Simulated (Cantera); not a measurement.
Cantera run:

```python
import numpy as np
import cantera as ct

gas_names = """
    H H2 N NH NH2 NH3 N2 N2H2 N2H4 Si SiH SiH2 SiH3 SiH4 SiN Si2 Si2N Si3
""".split()
cond_names = """
    Si(cr) Si(L) Si3N4(a)
""".split()


# ... load() reads the species with a 1 bar reference pressure and builds the phases ...
atoms = {
    'trisilylamine': {'Si': 3, 'N': 1, 'H': 9},
    'NH3': {'N': 1, 'H': 3},
    'N2': {'N': 2},
}
top_T = {'Si3N4(a)': 2400}  # K; cautious upper limits of use, not melting points


# ... equilibrate(T, P, feed) seeds the gas with the atoms and calls Mixture.equilibrate('TP', solver="vcs", rtol=1e-11, max_steps=5000) ...
results = []
feed = {'trisilylamine': 1, 'NH3': 0.25, 'N2': 33}  # mol
T = 2025  # K
for P in [5, 21, 85, 350, 1400, 5900, 24000, 100000]:
    mix = equilibrate(T, P, feed)
    results.append((T, P, feed, dict(zip(mix.species_names, mix.species_moles))))

top = {s: max(r[3][s] / sum(r[3][g] for g in gas_names) for r in results) for s in gas_names}
cols = sorted((s for s in top if top[s] > 0.001), key=lambda s: -top[s])[:8]
seen = [c for c in cond_names if any(r[3].get(c, 0) > 1e-12 for r in results)]
print("log10 of partial pressures in bar; condensed amounts in mol")
print(f"{'P/Pa':>10s}" + "".join(f"{s[:9]:>10s}" for s in cols + seen))
for T, P, feed, n in results:
    ng = sum(n[g] for g in gas_names)
    print(f"{P:10.4g}" + "".join(f"{np.log10(max(n[s] / ng * P / 1e5, 1e-99)):10.3f}" for s in cols)
          + "".join(f"{n.get(c, 0):10.4g}" for c in seen))
```

It prints:

```
log10 of partial pressures in bar; condensed amounts in mol
      P/Pa        N2        H2         H        Si     Si(L)  Si3N4(a)
         5    -4.409    -5.422    -5.427    -5.460         0         0
        21    -3.778    -4.702    -5.067    -4.834         0         0
        85    -3.166    -4.047    -4.739    -4.239         0         0
       350    -2.525    -3.384    -4.408    -4.235     2.285         0
      1400    -1.916    -2.765    -4.098    -4.235     2.814         0
      5900    -1.289    -2.133    -3.782    -4.235     2.951         0
   2.4e+04    -0.679    -1.520    -3.476    -4.235     2.985         0
     1e+05    -0.062    -0.876    -3.153    -4.622         0    0.9994
```

These are equilibrium values from Cantera (NASA tables, ideal gas, pure condensed phases), not measurements of a reactor. The feed counts by its element totals alone. The tables' values for SiN are old estimates; treat these amounts as uncertain. Gases not in the tables: Si2H6 and higher silanes.
